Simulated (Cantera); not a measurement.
A Cantera script and what it prints.

```python
import numpy as np
import cantera as ct

gas_names = """
    AL ALI ALI3 ALN AL2 AL2I6 I I2 N N2
""".split()
cond_names = """
    AL(cr) AL(L) ALI3(s) ALI3(L) ALN(s) I2(cr) I2(L)
""".split()


# ... load() reads the species with a 1 bar reference pressure and builds the phases ...
atoms = {
    'AlI3': {'AL': 1, 'I': 3},
    'N2': {'N': 2},
}
top_T = {'ALN(s)': 2750}  # K; cautious upper limits of use, not melting points


# ... equilibrate(T, P, feed) seeds the gas with the atoms and calls Mixture.equilibrate('TP', solver="vcs", rtol=1e-11, max_steps=5000) ...
results = []
feed = {'AlI3': 1, 'N2': 1.6}  # mol
T = 2248  # K
P = 1000  # Pa
mix = equilibrate(T, P, feed)
results.append((T, P, feed, dict(zip(mix.species_names, mix.species_moles))))
x = sorted(zip(gas.X, gas.species_names), reverse=True)
print(f"T = {T:g} K  P = {P:g} Pa  gas = {mix.phase_moles(0):.4g} mol")
print("   x: " + "  ".join(f"{s} {v:.3e}" for v, s in x if v > 0.001))
print("   condensed (mol): " + ("  ".join(f"{mix.phase(i).name} {mix.phase_moles(i):.4g}"
      for i in range(1, mix.n_phases) if mix.phase_moles(i) > 1e-12) or "none"))
```

Output:

```
T = 2248 K  P = 1000 Pa  gas = 4.723 mol
   x: I 4.495e-01  N2 3.388e-01  ALI 1.856e-01  AL 2.611e-02
   condensed (mol): none
```

These are equilibrium values from Cantera (NASA tables, ideal gas, pure condensed phases), not measurements of a reactor.
